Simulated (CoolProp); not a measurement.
Saturation properties of nitrogen.

The numbers come from the reference Helmholtz-energy equation of state, Span 2000 in CoolProp.

| T (K) | p (MPa) | enthalpy of vaporisation (kJ/kg) | liquid viscosity (µPa s) |
|---|---|---|---|
| 87.7 | 0.2944 | 184.3 | 111 |
| 90.1 | 0.3636 | 180.3 | 102 |
| 92.5 | 0.4439 | 176.1 | 95.0 |
| 94.9 | 0.5364 | (withheld) | 88.3 |
| 97.2 | 0.6375 | (withheld) | 82.4 |
| 99.6 | 0.7569 | 161.9 | 76.7 |
| 102 | 0.8917 | 156.4 | 71.4 |
| 104.4 | (withheld) | 150.4 | 66.5 |
| 106.8 | 1.212 | 143.9 | (withheld) |
| 109.2 | 1.399 | 136.8 | 57.4 |
| 111.5 | 1.597 | 129.4 | 53.3 |
| 113.9 | 1.825 | (withheld) | 49.2 |

Q: Some entries are withheld; supply them.

A: 
- 94.9, enthalpy of vaporisation (kJ/kg): 171.6
- 97.2, enthalpy of vaporisation (kJ/kg): 167.0
- 104.4, p (MPa): 1.043
- 106.8, liquid viscosity (µPa s): 61.8
- 113.9, enthalpy of vaporisation (kJ/kg): 120.7

It boils at 77.4 K under 1 atm.

Viscosity comes from a separate model (Lemmon 2004).
